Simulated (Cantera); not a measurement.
Charge: 1 mol CF4, 2 mol F2, 0.62 mol H2, held at 2.40 Torr.

Equilibrium computed with Cantera from the NASA thermochemical tables; the gas is ideal and each condensed phase is pure. Candidate condensed phases: C, C6H6, C7H8, C8H18; 110 gas species. Ions and electrons are included (thermal ionisation). Gases not in the tables: C2F6 and larger saturated fluorocarbons. Kinetics and transport are ignored.

x: gas mole fraction; n: condensed amount in mol.

```json
[
 {"T (K)": "2000", "x F": "0.553", "x HF": "0.247", "x CF4": "0.198", "x CF2": "0.000901", "x H": "1.52e-7", "x C": "1.00e-12", "x CF": "2.71e-7", "x C3": "<1e-12", "n C(graphite)": "0"},
 {"T (K)": "2250", "x F": "0.639", "x HF": "0.200", "x CF4": "0.0633", "x CF2": "0.0935", "x H": "5.48e-6", "x C": "1.03e-7", "x CF": "0.000801", "x C3": "1.52e-9", "n C(graphite)": "0"},
 {"T (K)": "2500", "x F": "0.685", "x HF": "0.175", "x CF4": "0.000752", "x CF2": "0.123", "x H": "0.000105", "x C": "3.75e-5", "x CF": "0.0161", "x C3": "5.81e-5", "n C(graphite)": "0"},
 {"T (K)": "2750", "x F": "0.743", "x HF": "?", "x CF4": "?", "x CF2": "?", "x H": "?", "x C": "?", "x CF": "0.0486", "x C3": "?", "n C(graphite)": "?"},
 {"T (K)": "3000", "x F": "0.766", "x HF": "0.141", "x CF4": "3.42e-8", "x CF2": "0.00630", "x H": "0.00889", "x C": "0.00879", "x CF": "0.0492", "x C3": "0.0167", "n C(graphite)": "0"},
 {"T (K)": "3250", "x F": "0.776", "x HF": "0.101", "x CF4": "2.86e-10", "x CF2": "0.000827", "x H": "0.0396", "x C": "0.0315", "x CF": "0.0321", "x C3": "0.0124", "n C(graphite)": "0"},
 {"T (K)": "3500", "x F": "0.778", "x HF": "0.0449", "x CF4": "3.28e-12", "x CF2": "0.000102", "x H": "0.0849", "x C": "0.0675", "x CF": "0.0157", "x C3": "0.00352", "n C(graphite)": "0"},
 {"T (K)": "3750", "x F": "0.779", "x HF": "0.0147", "x CF4": "<1e-12", "x CF2": "1.12e-5", "x H": "0.109", "x C": "0.0885", "x CF": "0.00574", "x C3": "0.000366", "n C(graphite)": "0"},
 {"T (K)": "4000", "x F": "0.780", "x HF": "0.00476", "x CF4": "<1e-12", "x CF2": "1.37e-6", "x H": "0.117", "x C": "0.0947", "x CF": "0.00200", "x C3": "3.04e-5", "n C(graphite)": "0"},
 {"T (K)": "4250", "x F": "0.781", "x HF": "0.00168", "x CF4": "<1e-12", "x CF2": "2.05e-7", "x H": "0.120", "x C": "0.0966", "x CF": "0.000756", "x C3": "3.00e-6", "n C(graphite)": "0"},
 {"T (K)": "4500", "x F": "0.781", "x HF": "?", "x CF4": "<1e-12", "x CF2": "?", "x H": "0.121", "x C": "0.0972", "x CF": "?", "x C3": "?", "n C(graphite)": "0"},
 {"T (K)": "4750", "x F": "0.781", "x HF": "0.000283", "x CF4": "<1e-12", "x CF2": "8.11e-9", "x H": "0.121", "x C": "0.0973", "x CF": "0.000142", "x C3": "5.60e-8", "n C(graphite)": "0"},
 {"T (K)": "5000", "x F": "0.781", "x HF": "0.000132", "x CF4": "<1e-12", "x CF2": "2.05e-9", "x H": "0.121", "x C": "0.0972", "x CF": "6.95e-5", "x C3": "1.02e-8", "n C(graphite)": "0"}
]
```

**Question.** Complete the blanks.

**Answer.** 
- 2750, x HF: 0.159
- 2750, x CF4: 5.61e-6
- 2750, x CF2: 0.0408
- 2750, x H: 0.00118
- 2750, x C: 0.00118
- 2750, x C3: 0.00527
- 2750, n C(graphite): 0.165
- 4500, x HF: 0.000658
- 4500, x CF2: 3.74e-8
- 4500, x CF: 0.000314
- 4500, x C3: 3.69e-7
